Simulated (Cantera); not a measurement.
A closed system holds: 1 mol C2F6, 0.043 mol F2, 3.4 mol H2, equilibrated at 902 °C and 4.40 Pa.

Method: chemical equilibrium by Gibbs-energy minimisation in Cantera with the NASA 1993 tables (ideal gas, pure condensed phases). Candidate condensed phases: C, C6H6, C7H8, C8H18; 95 gas species. The feed counts by its element totals alone. Equilibrium is a limit: real reactors are often held back by kinetics, nucleation or transport.

Base state: HF 0.945, H2 0.0554 (mole fractions); condensed: C(graphite).

**Question.** What changes in the equilibrium state with this change: temperature from 902 °C to 2175 °C?

**Answer.** 
```csv
species,before,after
HF,0.945,0.747
H,4.35e-6,0.166
F,<1e-9,0.0738
H2,0.0554,0.00306
C3,<1e-9,0.00495
CF,<1e-9,0.00205
C,<1e-9,0.00183
"C(graphite), mol",2.00,1.85
```
